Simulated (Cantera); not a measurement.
**Transport properties of process gases**

Gas mixture: CH4 = 0.56 (molar parts), at 0.520 bar, frozen composition.

Cantera's kinetic-theory transport with the Lennard-Jones parameters of GRI-Mech 3.0, ideal gas; thermal conductivity in the mixture-averaged form. The composition is frozen, though it would react at the higher temperatures.

```json
[
 {"T (K)": "400", "ρ (kg/m³)": "0.251", "cp (J/kg/K)": "2526", "μ (µPa s)": "14.4", "λ (mW/m/K)": "50.7", "Pr": "0.720", "D (cm²/s) NO": "0.719", "D (cm²/s) C2H2": "0.584", "D (cm²/s) O": "1.08"},
 {"T (K)": "650", "ρ (kg/m³)": "0.154", "cp (J/kg/K)": "3475", "μ (µPa s)": "20.6", "λ (mW/m/K)": "98.9", "Pr": "0.725", "D (cm²/s) NO": "1.66", "D (cm²/s) C2H2": "1.38", "D (cm²/s) O": "2.48"},
 {"T (K)": "900", "ρ (kg/m³)": "0.111", "cp (J/kg/K)": "4292", "μ (µPa s)": "25.8", "λ (mW/m/K)": "152", "Pr": "0.727", "D (cm²/s) NO": "2.87", "D (cm²/s) C2H2": "2.42", "D (cm²/s) O": "4.29"},
 {"T (K)": "1150", "ρ (kg/m³)": "0.0872", "cp (J/kg/K)": "4962", "μ (µPa s)": "30.3", "λ (mW/m/K)": "206", "Pr": "0.732", "D (cm²/s) NO": "4.32", "D (cm²/s) C2H2": "3.66", "D (cm²/s) O": "6.46"},
 {"T (K)": "1400", "ρ (kg/m³)": "0.0717", "cp (J/kg/K)": "5468", "μ (µPa s)": "34.5", "λ (mW/m/K)": "258", "Pr": "0.732", "D (cm²/s) NO": "6.00", "D (cm²/s) C2H2": "5.09", "D (cm²/s) O": "8.96"},
 {"T (K)": "1650", "ρ (kg/m³)": "0.0608", "cp (J/kg/K)": "5857", "μ (µPa s)": "38.4", "λ (mW/m/K)": "308", "Pr": "0.731", "D (cm²/s) NO": "7.88", "D (cm²/s) C2H2": "6.70", "D (cm²/s) O": "11.8"},
 {"T (K)": "1900", "ρ (kg/m³)": "0.0528", "cp (J/kg/K)": "6159", "μ (µPa s)": "42.1", "λ (mW/m/K)": "356", "Pr": "0.730", "D (cm²/s) NO": "9.96", "D (cm²/s) C2H2": "8.47", "D (cm²/s) O": "14.9"}
]
```
D: mixture-averaged diffusion coefficient of that species in the mixture.
